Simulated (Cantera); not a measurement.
# Premixed flame

A freely propagating, adiabatic, planar premixed flame of 42.7 % H2, 9.83 % O2, 47.4 % N2, equivalence ratio 2.2, unburnt at 700 K and 1.20 bar; mixture-averaged transport, grid criteria slope 0.08 and curve 0.16, no radiation.

Cantera simulation using the H2/O2 subset of GRI-Mech 3.0, which has no nitrogen chemistry; the numbers are that mechanism's predictions, not measurements. Burning velocities carry a grid error of a few per cent, more on coarse grids.

| z (mm) | T (K) | u (m/s) | x H2 | x O2 | x H2O | x O | x HO2 | x H |
|---|---|---|---|---|---|---|---|---|
| -1.20 | 700 | 10.1 | 0.427 | 0.0983 | <1e-8 | <1e-8 | <1e-8 | <1e-8 |
| -0.803 | 700 | 10.1 | 0.427 | 0.0983 | <1e-8 | <1e-8 | <1e-8 | <1e-8 |
| -0.602 | 700 | 10.1 | 0.427 | 0.0983 | <1e-8 | <1e-8 | 2.96e-8 | <1e-8 |
| -0.401 | 700 | 10.1 | 0.427 | 0.0983 | 5.94e-7 | 1.71e-8 | 3.39e-6 | 1.08e-6 |
| -0.201 | 725 | 10.4 | 0.423 | 0.0979 | 0.00150 | 2.01e-5 | 0.000190 | 0.000652 |
| -0.100 | 893 | 12.6 | 0.396 | 0.0921 | 0.0177 | 0.000348 | 0.000130 | 0.00926 |
| 0 | 1238 | 17.0 | 0.306 | 0.0586 | 0.0891 | 0.00265 | 6.04e-5 | 0.0463 |
| 0.100 | 1488 | 20.3 | 0.227 | 0.0148 | 0.174 | 0.00260 | 1.51e-5 | 0.0778 |
| 0.201 | 1597 | 21.7 | 0.210 | 0.00267 | 0.199 | 0.00135 | 2.61e-6 | 0.0801 |
| 0.401 | 1700 | 22.9 | 0.214 | 0.000464 | 0.205 | 0.000904 | 4.57e-7 | 0.0693 |
| 0.803 | 1808 | 24.2 | 0.223 | 0.000268 | 0.207 | 0.000647 | 2.66e-7 | 0.0546 |
| 1.61 | 1910 | 25.3 | 0.231 | 0.000158 | 0.210 | 0.000396 | 1.63e-7 | 0.0401 |
| 3.21 | 1999 | 26.3 | 0.239 | 7.88e-5 | 0.212 | 0.000202 | 8.93e-8 | 0.0273 |
x: mole fraction of selected species; z is measured from the peak of heat release.

The laminar burning velocity is 1010 cm/s, the thermal thickness is 0.401 mm and the peak x(O) is 0.00324. The peak x(HO2) is 0.000192. The peak x(H) is 0.0811 and the grid points is 145.
